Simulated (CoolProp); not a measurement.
Properties of chlorine along the isobar 20 MPa.

Values from CoolProp's reference Helmholtz-energy equation of state, Thol 2021.

| T (°C) | phase | density (kg/m³) | cv (kJ/(kg K)) | Joule-Thomson coefficient (K/MPa) | fugacity coefficient |
|---|---|---|---|---|---|
| -49.45 | liquid | 1633 | 0.5094 | -0.4357 | 0.003821 |
| -33.55 | liquid | 1593 | 0.5023 | -0.4236 | 0.007866 |
| -17.55 | liquid | 1553 | 0.4968 | -0.4069 | 0.01461 |
| -1.65 | liquid | 1512 | 0.4926 | -0.3849 | 0.02481 |
| 14.35 | liquid | 1471 | 0.4890 | -0.3564 | 0.03933 |
| 30.25 | liquid | 1429 | 0.4856 | -0.3204 | 0.05857 |
| 46.25 | liquid | 1385 | 0.4823 | -0.2748 | 0.08316 |
| 62.15 | liquid | 1340 | 0.4792 | -0.2180 | 0.1129 |
